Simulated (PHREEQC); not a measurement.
Make-up at 90 °C: 0.0092 mol LiNO3, 0.00093 mol CdCl2, 0.039 mol LiCl and 0.013 mol HCl per kg of water. Closed to the air; pH follows from the charge balance.

All values are PHREEQC results (ion-association model, wateq4f.dat), not measurements.

Precipitation was switched off in this run.

Problem. Predict the pH.

Solution. pH 1.97.

Problem. In which forms is Cd present?

Solution. CdCl+ 62 %, Cd+2 27 %, CdCl2 9.9 %, CdCl3- 0.7 % of the Cd.

Away from 25 °C the constants follow the database's enthalpies or fits; those with neither stay at their 25 °C values.
